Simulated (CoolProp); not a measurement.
Model: reference Helmholtz-energy equation of state, de Reuck 1993, in CoolProp.

**Question.** Give the vapour pressure (MPa), enthalpy of vaporisation (kJ/kg), vapour Z, liquid viscosity (µPa s) of saturated methanol at 317.3 K.

**Answer.** 
| T (K) | p (MPa) | enthalpy of vaporisation (kJ/kg) | vapour Z | liquid viscosity (µPa s) |
|---|---|---|---|---|
| 317.3 | 0.0430 | 1140 | 0.964 | 418 |

Viscosity comes from a separate model (Xiang 2006).
